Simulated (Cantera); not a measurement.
## Diamond growth

A diamond (100) surface in a fixed gas of H2 with x(CH4) = 0.0033, x(H) = 0.0033, x(CH3) = 0.00053, at 925 K; coverages are run to steady state.

Detailed kinetics in Cantera: the Harris–Goodwin 1993 mechanism for the reconstructed diamond (100) surface.

```tsv
P (Pa)	growth (µm/h)	θ c6HH	θ c6H*	θ c6*H	θ c6**	θ c6HM
470	0.721	0.587	0.0107	0.275	0.00456	0.0966
870	1.38	0.584	0.0107	0.274	0.00454	0.0997
1600	2.58	0.582	0.0106	0.273	0.00453	0.101
3100	5.04	0.582	0.0106	0.273	0.00453	0.102
5800	9.49	0.581	0.0106	0.273	0.00452	0.103
11000	18.0	0.581	0.0106	0.272	0.00452	0.103
20000	32.9	0.581	0.0107	0.272	0.00453	0.103
38000	62.5	0.581	0.0108	0.272	0.00454	0.104
```
θ: site fractions in the mechanism's names (c6HH fully hydrogenated, c6H* and c6*H radical sites, c6** diradical, c6HM methylated).
